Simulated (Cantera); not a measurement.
## Equilibrium for silicon oxide and oxynitride deposition: Si2H6 + H2O + H2

Feed: 1 mol Si2H6, 10 mol H2O, 51 mol H2, equilibrated at 10.0 Torr.

Equilibrium computed with Cantera from the NASA thermochemical tables; the gas is ideal and each condensed phase is pure. Candidate condensed phases: H2O, Si, SiO2; 18 gas species. The feed counts by its element totals alone. The tables hold silica as quartz up to 1696 K and as liquid above; real silica turns to tridymite and cristobalite and melts near 1996 K. Rates play no part.

| T (K) | x H2 | x H2O | x H | x SiO | x OH | n SiO2(α-quartz) | n SiO2(β-quartz) | n SiO2(condensed) |
|---|---|---|---|---|---|---|---|---|
| 500 | 0.906 | 0.0938 | <1e-12 | <1e-12 | <1e-12 | 2.00 | 0 | 0 |
| 600 | 0.906 | 0.0938 | <1e-12 | <1e-12 | <1e-12 | 2.00 | 0 | 0 |
| 700 | 0.906 | 0.0938 | <1e-12 | <1e-12 | <1e-12 | 2.00 | 0 | 0 |
| 800 | 0.906 | 0.0938 | 2.39e-11 | <1e-12 | <1e-12 | 2.00 | 0 | 0 |
| 900 | 0.906 | 0.0938 | 9.64e-10 | <1e-12 | <1e-12 | 0 | 2.00 | 0 |
| 1000 | 0.906 | 0.0938 | 1.87e-8 | <1e-12 | 4.28e-12 | 0 | 2.00 | 0 |
| 1100 | 0.906 | 0.0938 | 2.13e-7 | <1e-12 | 9.83e-11 | 0 | 2.00 | 0 |
| 1200 | 0.906 | 0.0937 | 1.63e-6 | 2.26e-11 | 1.34e-9 | 0 | 2.00 | 0 |
| 1300 | 0.906 | 0.0937 | 9.12e-6 | 1.53e-9 | 1.23e-8 | 0 | 2.00 | 0 |
| 1400 | 0.906 | 0.0937 | 4.01e-5 | 5.57e-8 | 8.24e-8 | 0 | 2.00 | 0 |
| 1500 | 0.906 | 0.0937 | 0.000145 | 1.24e-6 | 4.29e-7 | 0 | 2.00 | 0 |
| 1600 | 0.906 | 0.0937 | 0.000448 | 1.86e-5 | 1.82e-6 | 0 | 2.00 | 0 |
| 1700 | 0.905 | 0.0939 | 0.00121 | 0.000200 | 6.51e-6 | 0 | 0 | 1.99 |
x: gas mole fraction; n: condensed amount in mol.

From 500 K to 800 K the condensed part is SiO2(α-quartz). From 900 K to 1600 K the condensed part is SiO2(β-quartz). At 1700 K the condensed part is SiO2(condensed).
